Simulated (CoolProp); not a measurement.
Vapour-liquid equilibrium of R22 (1) + c-C4F8 (RC318) (2) at 324.1 K; x and y are mole fractions of (1).

Values from CoolProp's multi-fluid Helmholtz-energy mixture model, Kamei 1995 and Platzer 1990; pair parameters Bell 2016. This equation is an older, rougher fit; its heat capacities, sound speeds and derivatives of the liquid may be far off and weren't checked against measurements.

```csv
x,bubble pressure (kPa),y at the bubble point,dew pressure at overall composition x (kPa),liquid density (mol/L)
0.05,704.5,0.095,684.2,7.104
0.15,833.5,0.302,732.6,7.462
0.25,1013,0.481,794.8,7.826
0.35,(withheld),0.611,873.8,8.204
0.45,1398,0.700,975.2,8.605
0.55,1558,0.763,1108,9.046
0.65,1689,0.812,1286,9.551
0.75,1798,0.855,1523,10.16
0.85,(withheld),0.902,(withheld),10.92
0.95,1961,0.961,(withheld),11.88
```

Q: Some entries are withheld; supply them.

A: 
- 0.35, bubble pressure (kPa): 1210
- 0.85, bubble pressure (kPa): 1889
- 0.85, dew pressure at overall composition x (kPa): 1785
- 0.95, dew pressure at overall composition x (kPa): 1951

No azeotrope shows between x = 0.05 and 0.95.

Pair parameters are fitted to limited data, so mixtures are less certain than the pure fluids. The gap from Raoult's law changes sign with composition, which may be real or a fault of the pair parameters; it wasn't checked against measurements.
